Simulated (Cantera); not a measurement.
**Catalytic stagnation flow on Pt**

A jet of CH4 : O2 : N2 = 0.024 : 0.063 : 0.79 (molar parts), equivalence ratio 0.76 at 300 K and 24.8 Torr hits a platinum plate 6 cm away at a mass flux of 0.04 kg/m²/s; the plate temperature is set and raised in steps from an oxygen-covered start.

Computed with Cantera and Deutschmann's 1995 Pt surface mechanism with GRI-Mech 3.0 gas chemistry. Catalytic surfaces can have several steady states; this one follows from the mechanism file's or the stated starting coverage.

| plate T (K) | wall x CH4 | wall x O2 | wall x H2O | wall x OH | wall x CO | wall x CO2 | θ free Pt | θ O* |
|---|---|---|---|---|---|---|---|---|
| 900 | 0.0167 | 0.0492 | 0.0199 | 3.69e-8 | 8.25e-6 | 0.0130 | 0.302 | 0.697 |
| 950 | 0.0130 | 0.0413 | 0.0268 | 1.15e-7 | 9.16e-6 | 0.0175 | 0.389 | 0.610 |
| 1000 | 0.0101 | 0.0353 | 0.0320 | 3.09e-7 | 1.01e-5 | 0.0210 | 0.475 | 0.524 |
| 1050 | 0.00810 | 0.0311 | 0.0357 | 7.27e-7 | 1.13e-5 | 0.0234 | 0.557 | 0.443 |
| 1100 | 0.00677 | 0.0282 | 0.0380 | 1.55e-6 | 1.31e-5 | 0.0251 | 0.631 | 0.368 |
x: mole fraction at the wall; θ: surface coverage.
